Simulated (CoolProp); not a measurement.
Vapour-liquid equilibrium of CH2F2 (R32) (1) + R142b (2) at 0.0363 MPa; x and y are mole fractions of (1).

Model: multi-fluid Helmholtz-energy mixture model, Tillner-Roth 1997 and Lemmon 2006; pair parameters Bell 2016, in CoolProp.

```csv
x,"bubble temperature, mixture model (°C)","bubble temperature, Raoult's law (°C)","y, mixture model","y, Raoult's law"
0.05,-38.9,-37.2,0.333,0.277
0.15,-48.9,-45.1,0.657,0.579
0.25,-55.2,-50.7,0.793,0.733
0.35,-59.5,-55.0,0.860,0.823
0.45,(withheld),-58.4,0.898,0.880
0.55,-64.3,-61.2,0.923,0.919
0.65,(withheld),-63.6,(withheld),0.946
0.75,-67.1,-65.7,0.955,0.967
0.85,-68.2,-67.5,0.970,0.983
0.95,-69.3,-69.2,0.988,0.995
```

Q: Fill in the missing entries.

A: 
- 0.45, bubble temperature, mixture model (°C): -62.3
- 0.65, bubble temperature, mixture model (°C): -65.8
- 0.65, y, mixture model: 0.940

The largest gap from Raoult's law is -4.5 K in bubble temperature, at x = 0.35. No azeotrope shows between x = 0.05 and 0.95.

Pair parameters are fitted to limited data, so mixtures are less certain than the pure fluids.
